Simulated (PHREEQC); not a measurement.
0.16 g of hydrous ferric oxide (600 m²/g; 0.2 weak and 0.005 strong sites per Fe, Dzombak-Morel constants, diffuse double layer) in 1 kg of water with 0.3 mol/kgw of an inert sodium salt and 0.00018 mol/kgw CaCl2 and 2.2e-06 mol/kgw H3BO3, at 25 °C; the pH is set by adding NaOH or the inert anion's acid. O2 is buffered at 0.21 atm. The system is closed to CO2. Nothing may precipitate in this run.

Computed with PHREEQC (ion-association model, wateq4f.dat).

Problem. Predict Ca sorbed (%), surface charge σ (C/m²) at pH = 6.5, 8, 9.

Solution. 
```json
[
 {"pH": "6.5", "Ca sorbed (%)": "0.1", "surface charge σ (C/m²)": "0.106"},
 {"pH": "8", "Ca sorbed (%)": "4.1", "surface charge σ (C/m²)": "0.010"},
 {"pH": "9", "Ca sorbed (%)": "23.3", "surface charge σ (C/m²)": "-0.033"}
]
```
